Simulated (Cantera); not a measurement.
An adiabatic, constant-pressure homogeneous reactor starts with CH4 : C2H6 : C3H8 : O2 : N2 = 1 : 0.05 : 0.39 : 2.29 : 8.62 (molar parts), at 1523 K and 10.0 bar.

Detailed kinetics in Cantera: GRI-Mech 3.0 (53 species, 325 reactions). GRI-Mech 3.0 was tuned for natural gas; its chemistry of propane as a main component is partial and can be far from experiment.

Task: Predict: time of steepest temperature rise; temperature at 0.300 s; equilibrium temperature; x(CO2) at 0.300 s; x(HCO) at 0.300 s; x(H2O) at 0.300 s.

Result: 
```json
{
 "time_of_steepest_temperature_rise": "26.6 µs",
 "temperature at 0.300 s": "2712 K",
 "equilibrium_temperature": "2712 K",
 "x(CO2) at 0.300 s": "0.0224 (gas-phase equilibrium 0.0224)",
 "x(HCO) at 0.300 s": "9.06e-7 (gas-phase equilibrium 9.06e-7)",
 "x(H2O) at 0.300 s": "0.133 (gas-phase equilibrium 0.133)"
}
```
